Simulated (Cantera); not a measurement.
Feed: 1 mol B, a varied amount of H2O, 0.8 mol H2, 0.37 mol N2, equilibrated at 925 °C and 26.0 Pa.

Equilibrium computed with Cantera from the NASA thermochemical tables; the gas is ideal and each condensed phase is pure. Candidate condensed phases: B, BN, B2O3, B3O3H3, H2O; 39 gas species. N2 is the only nitrogen source here; it is nearly inert below about 1500 K, so the nitride shown seldom forms there in practice. Mutual solubility and eutectic melting of coexisting phases are not modelled. Gases not in the tables: H3BO3. Rates play no part.

Q: Which condensed phases are stable at each of these points (n(H2O) (mol)): 0.26, 0.35, 0.46, 0.61, 0.81, 1.1, 1.4, 1.9, 2.5, 3.3, 4.4, 5.8, 7.6?

A: 
```
n(H2O) (mol)        condensed phases  B condensed (%)
------------  ----------------------  ---------------
0.26          B(s) + BN(s) + B2O3(l)             99.5
0.35          B(s) + BN(s) + B2O3(l)             99.5
0.46                 BN(s) + B2O3(l)             99.9
0.61                 BN(s) + B2O3(l)             99.9
0.81                 BN(s) + B2O3(l)             99.8
1.1                  BN(s) + B2O3(l)             99.8
1.4                  BN(s) + B2O3(l)             99.7
1.9                          B2O3(l)             94.6
2.5                          B2O3(l)             90.5
3.3                          B2O3(l)             85.8
4.4                          B2O3(l)             79.8
5.8                          B2O3(l)             72.4
7.6                          B2O3(l)             63.1
```

From 0.26 mol H2O to 0.35 mol H2O the condensed part is B(s) + BN(s) + B2O3(l). From 0.46 mol H2O to 1.4 mol H2O the condensed part is BN(s) + B2O3(l). From 1.9 mol H2O to 7.6 mol H2O the condensed part is B2O3(l).
